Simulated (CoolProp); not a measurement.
Vapour-liquid equilibrium of methane (1) + ethylene (2) at -129.95 °C; x and y are mole fractions of (1).

Model: multi-fluid Helmholtz-energy mixture model, Setzmann 1991 and Smukala 2000; pair parameters Bell 2016, in CoolProp.

Q: Give the bubble pressure and the first vapour's composition at x = 0.05, 0.35, 0.8. Is there an azeotrope?

A: x = 0.05: 69.37 kPa, y = 0.779; x = 0.35: 336.6 kPa, y = 0.963; x = 0.8: 611.3 kPa, y = 0.990. No azeotrope shows between x = 0.05 and 0.95.

Pair parameters are fitted to limited data, so mixtures are less certain than the pure fluids. The gap from Raoult's law changes sign with composition, which may be real or a fault of the pair parameters; it wasn't checked against measurements.
